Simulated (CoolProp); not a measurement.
Computed with CoolProp (reference Helmholtz-energy equation of state, Schmidt 1985).

Problem. Give the vapour pressure (MPa), vapour density (kg/m³), enthalpy of vaporisation (kJ/kg), surface tension (mN/m) of saturated oxygen at 116.7 K.

Solution. 
```tsv
T (K)	p (MPa)	vapour density (kg/m³)	enthalpy of vaporisation (kJ/kg)	surface tension (mN/m)
116.7	0.840	32.4	179	6.86
```

Surface tension comes from a separate correlation (Mulero 2012).
